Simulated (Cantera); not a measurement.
## BN + HF + H2 (nitride etching)

Feed: 1 mol BN, 19 mol HF, 0.59 mol H2, held at 0.140 bar.

These are equilibrium values from Cantera (NASA tables, ideal gas, pure condensed phases), not measurements of a reactor. Candidate condensed phases: B, BN; 31 gas species. The tables' values for BF2 are old estimates; treat these amounts as uncertain. Equilibrium is a limit: real reactors are often held back by kinetics, nucleation or transport.

```
T (K)  log p HF  log p H2  log p BF3  log p N2  log p H  log p BF2  log p BHF2  log p BF
-----  --------  --------  ---------  --------  -------  ---------  ----------  --------
1100      -0.94     -1.83      -2.15     -2.45    -8.50      -9.81       -7.70      <-12
1200      -0.94     -1.83      -2.15     -2.45    -7.62      -8.74       -7.21      <-12
1300      -0.94     -1.83      -2.15     -2.45    -6.87      -7.83       -6.80    -12.71
1400      -0.94     -1.83      -2.15     -2.45    -6.23      -7.06       -6.45    -11.36
1500      -0.94     -1.83      -2.15     -2.45    -5.67      -6.39       -6.15    -10.20
1600      -0.94     -1.83      -2.15     -2.45    -5.18      -5.81       -5.88     -9.19
1700      -0.94     -1.83      -2.15     -2.45    -4.74      -5.30       -5.65     -8.30
1800      -0.94     -1.83      -2.15     -2.45    -4.36      -4.85       -5.44     -7.51
1900      -0.94     -1.83      -2.15     -2.45    -4.01      -4.44       -5.26     -6.80
2000      -0.94     -1.83      -2.15     -2.45    -3.70      -4.08       -5.10     -6.18
2100      -0.94     -1.84      -2.16     -2.45    -3.42      -3.76       -4.96     -5.61
```
log p: log10 of the partial pressure in bar; nothing condenses.

From 1100 K to 2100 K nothing is condensed. The main B-bearing gas is BF3 throughout.
